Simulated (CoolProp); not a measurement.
Saturation properties of dimethyl carbonate (Tc = 557.0 K, pc = 49.09 bar, ω = 0.346).

Values from CoolProp's reference Helmholtz-energy equation of state, Zhou 2011.

```
T (K)  p (bar)  liquid density (kg/m³)  surface tension (mN/m)
-----  -------  ----------------------  ----------------------
414      4.056                   897.7                    12.5
418.8      ___                   890.0                     ___
423.5    5.041                     ___                    11.3
428.3    5.604                   874.4                    10.8
433      6.199                     ___                    10.2
437.8    6.856                   858.4                    9.68
442.5    7.549                   850.3                    9.15
447.3    8.311                   841.9                    8.62
452      9.112                     ___                    8.11
456.8      ___                   824.7                    7.60
461.5    10.91                   816.0                    7.11
466.3    11.91                   806.8                    6.62
471      12.96                   797.7                     ___
475.8    14.10                   788.0                    5.68
480.5    15.30                   778.4                     ___
```

**Question.** What belongs in the gaps?

**Answer.** 
- 418.8, p (bar): 4.534
- 418.8, surface tension (mN/m): 11.9
- 423.5, liquid density (kg/m³): 882.4
- 433, liquid density (kg/m³): 866.6
- 452, liquid density (kg/m³): 833.5
- 456.8, p (bar): 9.989
- 471, surface tension (mN/m): 6.15
- 480.5, surface tension (mN/m): 5.22

It boils at 363.3 K under 1 atm.

Surface tension comes from a separate correlation (Mulero 2014).
